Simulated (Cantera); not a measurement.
What does this Cantera script print?

```python
import numpy as np
import cantera as ct

gas = ct.Solution("gri30.yaml")
gas.TPX = 325, 42000, {'CH4': 1, 'O2': 1.43, 'N2': 5.37}
flame = ct.FreeFlame(gas, width=0.073)
flame.set_refine_criteria(ratio=3, slope=0.08, curve=0.16)
flame.transport_model = "mixture-averaged"
flame.solve(loglevel=0, auto=True)
z, T = flame.grid, flame.T
thick = (T[-1] - T[0]) / np.gradient(T, z).max()
show = ['CH4', 'O2', 'N2O', 'CH3', 'C2H2', 'C2H6']
print(f"laminar burning velocity  {flame.velocity[0] * 100:.3f} cm/s")
print(f"burnt temperature         {T[-1]:.1f} K")
print(f"thermal thickness         {thick * 1e3:.4f} mm")
print(f"grid points               {len(z)}")
z0 = z[flame.heat_release_rate.argmax()]
print(f"{'z/mm':>9s}{'T/K':>9s}{'u/(m/s)':>9s}" + "".join(f"{s:>11s}" for s in show))
rows = []
for k in (-3, -2, -1.5, -1, -0.5, -0.25, 0, 0.25, 0.5, 1, 2, 4, 8):
    zz = z0 + k * thick
    rows.append([k * thick, np.interp(zz, z, T), np.interp(zz, z, flame.velocity),
                 *(np.interp(zz, z, flame.X[gas.species_index(s)]) for s in show)])
    print(f"{rows[-1][0] * 1e3:9.3f}{rows[-1][1]:9.1f}{rows[-1][2]:9.3f}" + "".join(f"{x:11.3e}" for x in rows[-1][3:]))
```

Output:

```
laminar burning velocity  26.608 cm/s
burnt temperature         1988.4 K
thermal thickness         1.4781 mm
grid points               150
     z/mm      T/K  u/(m/s)        CH4         O2        N2O        CH3       C2H2       C2H6
   -4.434    325.2    0.267  1.279e-01  1.829e-01  8.971e-14  1.079e-09  9.932e-09  1.914e-08
   -2.956    328.1    0.270  1.270e-01  1.819e-01  2.006e-12  1.385e-08  2.012e-07  4.710e-07
   -2.217    343.6    0.285  1.251e-01  1.800e-01  2.136e-11  9.114e-08  1.942e-06  5.504e-06
   -1.478    465.6    0.392  1.156e-01  1.705e-01  3.769e-10  1.987e-06  2.979e-05  1.116e-04
   -0.739    976.8    0.844  7.687e-02  1.248e-01  4.046e-09  2.367e-04  2.920e-04  1.260e-03
   -0.370   1379.6    1.208  4.264e-02  7.978e-02  8.582e-09  1.766e-03  6.885e-04  1.573e-03
    0.000   1729.6    1.532  1.207e-02  3.290e-02  1.193e-08  3.184e-03  1.355e-03  2.503e-04
    0.370   1888.9    1.677  1.739e-03  8.830e-03  1.002e-08  1.180e-03  9.802e-04  6.106e-06
    0.739   1932.4    1.713  2.480e-04  2.105e-03  7.510e-09  2.451e-04  3.828e-04  1.584e-07
    1.478   1949.6    1.724  1.084e-05  2.139e-04  4.972e-09  1.263e-05  5.541e-05  3.574e-10
    2.956   1957.9    1.729  2.355e-07  8.316e-05  3.382e-09  2.774e-07  2.205e-06  1.733e-13
    5.912   1966.6    1.736  2.908e-09  5.570e-05  2.239e-09  2.996e-09  2.558e-08  5.967e-17
   11.825   1976.6    1.744  1.193e-11  3.024e-05  1.639e-09  9.361e-12  7.991e-11  9.493e-20
```

Model: GRI-Mech 3.0 (53 species, 325 reactions), integrated in Cantera. Burning velocities carry a grid error of a few per cent, more on coarse grids.
